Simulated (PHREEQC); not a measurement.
Consider water at 20 °C with 0.0018 mol H2SO4, 0.19 mol MnSO4 and 0.12 mol KCl per kg of water. Closed to the air; pH follows from the charge balance.

Computed with PHREEQC (ion-association model, wateq4f.dat).

Precipitation was switched off in this run.

Problem. Order these S species by the share of S that they hold, largest first: HSO4-, SO4-2, MnSO4, KSO4-.

Solution. SO4-2 (53 %), MnSO4 (39 %), KSO4- (6.8 %), HSO4- (1.3 %)

Problem. Order these Cl species by the share of Cl that they hold, largest first: MnCl+, Cl-, MnCl2.

Solution. Cl- (91 %), MnCl+ (9.0 %), MnCl2 (0.33 %)

The pH is 3.05 and the ionic strength 0.531 mol/kgw. Species that the database lacks are ignored.
